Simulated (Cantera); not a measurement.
A closed system holds: 1 mol SiH2Cl2, 0.89 mol HCl, 27 mol N2, held at 702 °C and 350 Pa.

Equilibrium computed with Cantera from the NASA thermochemical tables; the gas is ideal and each condensed phase is pure. Candidate condensed phases: NH4Cl, Si, Si3N4; 28 gas species. N2 is the only nitrogen source here; it is nearly inert below about 1500 K, so the nitride shown seldom forms there in practice. The tables' values for SiCl3 are old estimates; treat these amounts as uncertain. Equilibrium is a limit: real reactors are often held back by kinetics, nucleation or transport.

Base state: N2 0.908, HCl 0.0711, H2 0.0140, SiCl4 0.00700, SiCl3 1.41e-5 (mole fractions); condensed: Si3N4(s).

Problem. What changes in the equilibrium state with this change: temperature from 702 °C to 1125 °C?

Solution. 
| species | before | after |
|---|---|---|
| N2 | 0.908 | 0.904 |
| HCl | 0.0711 | 0.0657 |
| H2 | 0.0140 | 0.0162 |
| SiCl2 | 8.04e-7 | 0.0113 |
| SiCl4 | 0.00700 | 0.00114 |
| H | 2.29e-9 | 1.02e-5 |
| Cl | 1.09e-8 | 3.40e-5 |
| SiCl3 | 1.41e-5 | 0.00174 |
| Si3N4(s), mol | 0.265 | 0.194 |

Problem. What changes in the equilibrium state with this change: temperature from 702 °C to 1300 °C?

Solution. 
```csv
species,before,after
N2,0.908,0.903
HCl,0.0711,0.0394
H2,0.0140,0.0288
SiCl2,8.04e-7,0.0278
H,2.29e-9,0.000117
SiCl,<1e-9,1.32e-5
Cl,1.09e-8,0.000127
SiCl4,0.00700,3.50e-5
SiCl3,1.41e-5,0.000607
"Si3N4(s), mol",0.265,0.0512
```
The tables' values for SiCl3, SiCl are old estimates; treat these amounts as uncertain.

Problem. What changes in the equilibrium state with this change: HCl from 0.89 to 0.11 mol?

Solution. 
```csv
species,before,after
N2,0.908,0.931
HCl,0.0711,0.0546
H2,0.0140,0.00983
SiCl4,0.00700,0.00490
SiCl3,1.41e-5,1.07e-5
"Si3N4(s), mol",0.265,0.287
```
